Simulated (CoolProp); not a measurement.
A single-stage vapour-compression cycle with the fluid: evaporating at 232.15 K (dew point), condensing at 265.15 K (bubble point), superheat 8 K, subcooling 2 K, compressor efficiency 0.65, no pressure losses. The same conditions are run with several fluids, on thermodynamics alone (safety and materials aside).

The numbers come from the reference Helmholtz-energy equation of state of each fluid (sulfur dioxide: Gao 2016; isobutene: Lemmon 2005; dimethyl ether: Wu 2011; n-perfluorobutane: Gao 2022; C2F6 (R116): Lemmon 2006; R407C: Lemmon 2003) in CoolProp. Blends and air are pseudo-pure fits.

```tsv
fluid	cooling COP	pressure ratio	discharge temperature (K)	refrigerating effect (kJ/kg)	volumetric capacity (kJ/m³)
sulfur dioxide	3.90	5.44	393.8	[?]	249
isobutene	4.14	[?]	301.6	366	222
dimethyl ether	[?]	4.23	[?]	424	471
n-perfluorobutane	3.83	5.22	268.1	82.7	151
C2F6 (R116)	3.43	2.85	279.4	68.8	2830
R407C	3.26	5.33	324.3	207	[?]
```

Problem. Fill in the missing entries.

Solution. 
- sulfur dioxide, refrigerating effect (kJ/kg): 379
- isobutene, pressure ratio: 4.57
- dimethyl ether, cooling COP: 4.10
- dimethyl ether, discharge temperature (K): 317.2
- R407C, volumetric capacity (kJ/m³): 751
